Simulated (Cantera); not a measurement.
## Reactions in the system C-Fe-H-O

Standard-state values (1 bar) from the NASA 1993 polynomials, evaluated with Cantera. Values are per mole of reaction as written; species without (g) are pure solids or liquids, kept so even where they would boil at 1 bar.

3 CO2(g) + 6 H2O(g) + 4 Fe ⇌ 4 Fe(OH)3 + 3 C

| T (K) | ΔH° (kJ) | ΔS° (J/K) | ΔG° (kJ) | log10 K |
|---|---|---|---|---|
| 448 | -691.0 | -1427.1 | -51.7 | 6.03 |
| 498 | -686.5 | -1417.5 | 19.4 | -2.04 |
| 548 | -681.2 | -1407.4 | 90.0 | -8.58 |
| 598 | -675.3 | -1397.2 | 160.2 | -13.99 |
| 648 | -668.9 | -1386.8 | 229.8 | -18.52 |
| 698 | -662.1 | -1376.7 | 298.8 | -22.36 |
| 748 | -655.0 | -1367.0 | 367.4 | -25.66 |
| 798 | -647.9 | -1357.6 | 435.5 | -28.51 |
| 848 | -640.7 | -1349.0 | 503.2 | -31.00 |
